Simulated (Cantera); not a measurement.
Cantera run:

```python
import numpy as np
import cantera as ct

gas_names = """
    N NO NO2 NO3 N2 N2O O O2 O3 Pb PbO Pb2
""".split()
cond_names = """
    Pb(cr) Pb(L) PbO(rd) PbO(yw) PbO(L) PbO2(s) Pb3O4(s)
""".split()


def load(file, names, dense=False):
    # The tables refer to 1 bar. Condensed volumes are neglected.
    table = {s.name: s for s in ct.Species.list_from_file(file)}
    out = []
    for n in names:
        d = dict(table[n].input_data)
        d["thermo"] = dict(d["thermo"], **{"reference-pressure": 1e5})
        if dense:
            d["equation-of-state"] = {"model": "constant-volume", "density": "1e6 g/cm^3"}
        out.append(ct.Species.from_dict(d))
    return out


gas = ct.Solution(thermo="ideal-gas", species=load("nasa_gas.yaml", gas_names))
cond = {s.name: ct.Solution(thermo="fixed-stoichiometry", species=[s], name=s.name)
        for s in load("nasa_condensed.yaml", cond_names, dense=True)}
atoms = {
    'Pb': {'Pb': 1},
    'O2': {'O': 2},
    'N2': {'N': 2},
}
top_T = {'Pb3O4(s)': 820}  # K; cautious upper limits of use, not melting points


def equilibrate(T, P, feed):
    n = {}
    for name, mol in feed.items():
        for a, k in atoms[name].items():
            n[a] = n.get(a, 0.0) + k * mol
    gas.TPX = T, P, n
    mass = sum(n.values()) * gas.mean_molecular_weight
    gas.equilibrate("TP")
    valid = [c for c in cond.values() if c.min_temp <= T <= top_T.get(c.name, c.max_temp)]
    mix = ct.Mixture([(gas, mass / gas.mean_molecular_weight)] + [(c, 0.0) for c in valid])
    mix.T, mix.P = T, P
    mix.equilibrate("TP", solver="vcs", rtol=1e-11, max_steps=5000)
    return mix


results = []
feed = {'Pb': 1, 'O2': 0.011, 'N2': 0.67}  # mol
P = 133.322  # Pa
for T in [823, 873, 923, 973, 1023, 1073, 1123, 1173, 1223, 1273, 1323, 1373]:
    mix = equilibrate(T, P, feed)
    results.append((T, P, feed, dict(zip(mix.species_names, mix.species_moles))))

top = {s: max(r[3][s] / sum(r[3][g] for g in gas_names) for r in results) for s in gas_names}
cols = sorted((s for s in top if top[s] > 0.0001), key=lambda s: -top[s])[:9]
seen = [c for c in cond_names if any(r[3].get(c, 0) > 1e-12 for r in results)]
print("log10 of partial pressures in bar; condensed amounts in mol")
print(f"{'T/K':>10s}" + "".join(f"{s[:9]:>10s}" for s in cols + seen))
for T, P, feed, n in results:
    ng = sum(n[g] for g in gas_names)
    print(f"{T:10.4g}" + "".join(f"{np.log10(max(n[s] / ng * P / 1e5, 1e-99)):10.3f}" for s in cols)
          + "".join(f"{n.get(c, 0):10.4g}" for c in seen))
```

Result:

```
log10 of partial pressures in bar; condensed amounts in mol
       T/K        N2        Pb       PbO     Pb(L)   PbO(yw)
       823    -2.875    -6.872    -9.644    0.9779     0.022
       873    -2.875    -6.197    -8.627    0.9777     0.022
       923    -2.876    -5.596    -7.725    0.9767   0.02199
       973    -2.878    -5.058    -6.917    0.9736   0.02194
      1023    -2.884    -4.574    -6.192    0.9643   0.02167
      1073    -2.901    -4.136    -5.536    0.9391   0.02045
      1123    -2.943    -3.738    -4.941    0.8705   0.01527
      1173    -3.054    -3.375    -4.538    0.6578         0
      1223    -3.272    -3.108    -4.755         0         0
      1273    -3.272    -3.107    -4.755         0         0
      1323    -3.272    -3.107    -4.755         0         0
      1373    -3.272    -3.107    -4.756         0         0
```

Method: chemical equilibrium by Gibbs-energy minimisation in Cantera with the NASA 1993 tables (ideal gas, pure condensed phases). Mutual solubility and eutectic melting of coexisting phases are not modelled.
